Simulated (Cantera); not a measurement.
Feed: 1 mol CuO, 9.9 mol H2, 1.4 mol N2, equilibrated at 900 °C and 133 Pa.

Cantera equilibrium calculation (NASA polynomials, part measured and part estimated; ideal gas, pure solids and liquids). Candidate condensed phases: Cu, CuO, Cu(OH)2, Cu2O, H2O; 27 gas species. The numbers say what is thermodynamically allowed, not how fast it happens.

Base state: H2 0.788, N2 0.124, H2O 0.0885 (mole fractions); condensed: Cu(s).

### Question
What changes in the equilibrium state with this change: CuO replaced by Al2O3?

### Answer
```csv
species,before,after
H2,0.788,0.876
N2,0.124,0.124
H2O,0.0885,1.43e-7
"Cu(s), mol",1.000,0
"Al2O3(s), mol",0,1.000
```
Further candidate phases: Al, AlN, Al2O3.
